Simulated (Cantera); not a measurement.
Silicon carbide growth: SiHCl3 + C2H4 + H2

Feed: 1 mol SiHCl3, 0.0064 mol C2H4, 51 mol H2, equilibrated at 1.00 Torr.

Cantera equilibrium calculation (NASA polynomials, part measured and part estimated; ideal gas, pure solids and liquids). Candidate condensed phases: C, C6H6, C7H8, C8H18, Si, SiC; 109 gas species. Mutual solubility and eutectic melting of coexisting phases are not modelled. The tables' values for SiCl, SiCl3 are old estimates; treat these amounts as uncertain. Gases not in the tables: Si2H6 and higher silanes. Rates play no part.

| T (K) | x H2 | x H | x HCl | x Cl | x Si | x SiCl2 | x SiCl | n Si(s) | n SiC(s) | n Si(l) |
|---|---|---|---|---|---|---|---|---|---|---|
| 1500 | 0.949 | 0.000470 | 0.0436 | 1.74e-5 | 7.89e-6 | 0.00643 | 9.41e-6 | 0.644 | 0.0128 | 0 |
| 1575 | 0.949 | 0.00111 | 0.0431 | 4.00e-5 | 4.31e-5 | 0.00665 | 2.76e-5 | 0.629 | 0.0128 | 0 |
| 1650 | 0.948 | 0.00242 | 0.0427 | 8.55e-5 | 0.000201 | 0.00683 | 7.34e-5 | 0.608 | 0.0128 | 0 |
| 1725 | 0.945 | 0.00494 | 0.0427 | 0.000173 | 0.000761 | 0.00666 | 0.000168 | 0 | 0.0125 | 0.579 |
| 1800 | 0.938 | 0.00950 | 0.0432 | 0.000335 | 0.00238 | 0.00615 | 0.000336 | 0 | 0.0114 | 0.503 |
| 1875 | 0.925 | 0.0173 | 0.0432 | 0.000610 | 0.00679 | 0.00563 | 0.000629 | 0 | 0.00705 | 0.256 |
| 1950 | 0.906 | 0.0299 | 0.0451 | 0.00111 | 0.0125 | 0.00398 | 0.000821 | 0 | 0 | 0 |
| 2025 | 0.883 | 0.0495 | 0.0476 | 0.00198 | 0.0145 | 0.00198 | 0.000708 | 0 | 0 | 0 |
| 2100 | 0.853 | 0.0788 | 0.0478 | 0.00325 | 0.0156 | 0.000894 | 0.000554 | 0 | 0 | 0 |
| 2175 | 0.811 | 0.120 | 0.0460 | 0.00498 | 0.0161 | 0.000382 | 0.000409 | 0 | 0 | 0 |
| 2250 | 0.756 | 0.177 | 0.0426 | 0.00722 | 0.0160 | 0.000159 | 0.000291 | 0 | 0 | 0 |
| 2325 | 0.686 | 0.250 | 0.0381 | 0.00995 | 0.0156 | 6.48e-5 | 0.000202 | 0 | 0 | 0 |
| 2400 | 0.601 | 0.338 | 0.0326 | 0.0131 | 0.0149 | 2.58e-5 | 0.000136 | 0 | 0 | 0 |
| 2475 | 0.505 | 0.438 | 0.0265 | 0.0163 | 0.0141 | 1.00e-5 | 8.92e-5 | 0 | 0 | 0 |
x: gas mole fraction; n: condensed amount in mol.

From 1500 K to 1650 K the condensed part is Si(s) + SiC(s). From 1725 K to 1875 K the condensed part is Si(l) + SiC(s). From 1950 K to 2475 K nothing is condensed. The main Si-bearing gas is SiCl2 at 1500 K and Si at 2475 K.
